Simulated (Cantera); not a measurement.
Hydrocarbon pyrolysis for carbon deposition

An isothermal, constant-pressure homogeneous reactor starts with C2H6 : N2 = 1 : 180 (molar parts), at 1150 K and 10.00 Torr.

Cantera simulation using GRI-Mech 3.0 (53 species, 325 reactions); the numbers are that mechanism's predictions, not measurements. GRI-Mech 3.0 stops at C3 and has no aromatics, soot or wall deposition, so with more carbon than oxygen in the feed, carbon stays in small species such as C2H2 where larger ones or solid carbon would form. Radical loss at walls, strong at low pressure, is not modelled.

```json
[
 {"t (s)": "0.000800", "x C2H6": "0.00552", "x H2": "1.33e-10", "x H": "2.61e-10", "x CH4": "1.12e-9", "x CH2": "<1e-12", "x C2H4": "3.69e-10", "x C2H2": "<1e-12"},
 {"t (s)": "0.00229", "x C2H6": "0.00552", "x H2": "4.47e-9", "x H": "2.96e-9", "x CH4": "9.16e-9", "x CH2": "<1e-12", "x C2H4": "7.34e-9", "x C2H2": "<1e-12"},
 {"t (s)": "0.00658", "x C2H6": "0.00552", "x H2": "1.26e-7", "x H": "2.76e-8", "x CH4": "7.42e-8", "x CH2": "8.37e-12", "x C2H4": "1.53e-7", "x C2H2": "<1e-12"},
 {"t (s)": "0.0188", "x C2H6": "0.00552", "x H2": "3.04e-6", "x H": "2.21e-7", "x CH4": "5.83e-7", "x CH2": "1.57e-10", "x C2H4": "3.27e-6", "x C2H2": "1.46e-10"},
 {"t (s)": "0.0540", "x C2H6": "0.00546", "x H2": "5.17e-5", "x H": "1.03e-6", "x CH4": "4.34e-6", "x CH2": "1.70e-9", "x C2H4": "5.34e-5", "x C2H2": "3.69e-8"},
 {"t (s)": "0.155", "x C2H6": "0.00511", "x H2": "0.000370", "x H": "1.85e-6", "x CH4": "3.01e-5", "x CH2": "5.63e-9", "x C2H4": "0.000380", "x C2H2": "2.04e-6"},
 {"t (s)": "0.444", "x C2H6": "0.00393", "x H2": "0.00146", "x H": "2.37e-6", "x CH4": "0.000142", "x CH2": "6.69e-9", "x C2H4": "0.00146", "x C2H2": "3.64e-5"},
 {"t (s)": "1.27", "x C2H6": "0.00153", "x H2": "0.00387", "x H": "3.15e-6", "x CH4": "0.000442", "x CH2": "4.68e-9", "x C2H4": "0.00338", "x C2H2": "0.000354"},
 {"t (s)": "3.65", "x C2H6": "0.000104", "x H2": "0.00625", "x H": "2.06e-6", "x CH4": "0.000666", "x CH2": "5.81e-10", "x C2H4": "0.00351", "x C2H2": "0.00154"},
 {"t (s)": "10.5", "x C2H6": "5.80e-6", "x H2": "0.00733", "x H": "6.05e-7", "x CH4": "0.000681", "x CH2": "3.65e-11", "x C2H4": "0.00260", "x C2H2": "0.00254"},
 {"t (s)": "30.0", "x C2H6": "4.61e-7", "x H2": "0.00798", "x H": "1.96e-7", "x CH4": "0.000682", "x CH2": "3.31e-12", "x C2H4": "0.00195", "x C2H2": "0.00319"}
]
```
x: mole fraction; the columns are a selection and need not sum to one.

Equilibrium at this temperature and pressure: C2H6 1.29e-10, H2 0.0109, H 6.78e-8, CH4 5.01e-5, CH2 <1e-12, C2H4 3.15e-6, C2H2 0.000801 (gas phase only).
